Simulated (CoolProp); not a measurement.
Properties of propylene at several states.

Computed with CoolProp (reference Helmholtz-energy equation of state, Lemmon 2013).

| T (K) | p (MPa) | phase | Joule-Thomson coefficient (K/MPa) | isothermal compressibility (1/MPa) | conductivity (mW/(m K)) | Prandtl number | fugacity coefficient |
|---|---|---|---|---|---|---|---|
| 562.7 | 1.36 | gas | (withheld) | 0.7520 | 54.5 | 0.733 | 0.9773 |
| 134 | 0.319 | liquid | -0.5327 | 0.0006688 | 178 | 10.8 | 0.0001586 |
| 249.7 | 15.7 | liquid | -0.4036 | (withheld) | (withheld) | (withheld) | 0.02730 |
| 212.6 | 14.1 | liquid | -0.4767 | (withheld) | 157 | 3.41 | 0.006356 |
| 501.9 | 3.69 | gas | (withheld) | 0.2986 | (withheld) | 0.784 | 0.9083 |

Problem. Complete the blanks.

Solution. 
- 562.7, Joule-Thomson coefficient (K/MPa): 3.072
- 249.7, isothermal compressibility (1/MPa): 0.001887
- 249.7, conductivity (mW/(m K)): 144
- 249.7, Prandtl number: 2.69
- 212.6, isothermal compressibility (1/MPa): 0.001295
- 501.9, Joule-Thomson coefficient (K/MPa): 4.204
- 501.9, conductivity (mW/(m K)): 48.8

Viscosity comes from a separate model (Huber 2003), an estimate that may be off by 10 % or more. Thermal conductivity comes from a separate model (Huber 2003), an estimate that may be off by 10 % or more.
